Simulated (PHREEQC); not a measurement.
Consider water at 20 °C with 0.0058 mol (NH4)2HPO4 per kg of water. Closed to the air; pH follows from the charge balance.

The numbers come from PHREEQC with the ion-association model, phreeqc.dat.

Precipitation was switched off in this run.

Question: Predict the pH, ionic strength, specific conductance.

Answer: pH 8.10; ionic strength 0.0164 mol/kgw; specific conductance 1100 µS/cm.

Question: In which forms is P present?

Answer: HPO4-2 92 %, H2PO4- 8.3 % of the P.

Species that the database lacks are ignored.
